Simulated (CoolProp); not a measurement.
A closed Brayton cycle with dry air: compressor inlet 324.15 K and 5.2 MPa, high pressure 12.9 MPa, turbine inlet 665 K, compressor efficiency 0.85, turbine efficiency 0.9, recuperator effectiveness 0.9 (on enthalpy, no pinch check). Each further row changes one setting.

The numbers come from the reference Helmholtz-energy equation of state, Lemmon 2000 in CoolProp. It is a pseudo-pure fit of the blend.

```tsv
case	thermal efficiency (%)	net work (kJ/kg)	compressor to turbine work	compressor exit (K)	turbine exit (K)
as stated	17.0	26.7	0.81	438.1	532.4
turbine inlet 615 K	…	15.7	…	438.1	491.1
compressor inlet 334.15 K	…	…	0.84	451.4	532.4
high pressure 11 MPa	…	26.9	…	416.0	553.7
recuperator effectiveness 0.5	13.6	26.7	0.81	438.1	532.4
```

### Question
What belongs in the gaps?

### Answer

- turbine inlet 615 K, thermal efficiency (%): 11.1
- turbine inlet 615 K, compressor to turbine work: 0.88
- compressor inlet 334.15 K, thermal efficiency (%): 14.7
- compressor inlet 334.15 K, net work (kJ/kg): 22.9
- high pressure 11 MPa, thermal efficiency (%): 19.4
- high pressure 11 MPa, compressor to turbine work: 0.78
